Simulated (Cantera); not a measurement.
A closed system holds: 1 mol Fe₃O₄, 9.2 mol H₂, 0.3 mol H₂O, equilibrated at 1148.15 K and 2000 Pa.

Cantera equilibrium calculation (NASA polynomials, part measured and part estimated; ideal gas, pure solids and liquids). Candidate condensed phases: Fe, FeO, Fe(OH)₂, Fe(OH)₃, Fe₂O₃, Fe₃O₄, H₂O; 12 gas species. Mutual solubility and eutectic melting of coexisting phases are not modelled. The tables' stoichiometric FeO is somewhat more stable than real wüstite, so its field is too wide. FeO: taken at fixed stoichiometry. The numbers say what is thermodynamically allowed, not how fast it happens.

Question: What is the equilibrium state?

Answer: 
```
Item                                      Result
-------------------------------------  ---------
x(H₂)                                      0.800
x(H₂O)                                     0.200
n(Fe(α))                               0.604 mol
n(FeO(s))                               2.40 mol
gas amount                             9.500 mol
log10 activity of Fe(OH)₂(s) (absent)      -7.54
log10 activity of Fe(OH)₃(s) (absent)     -13.83
```
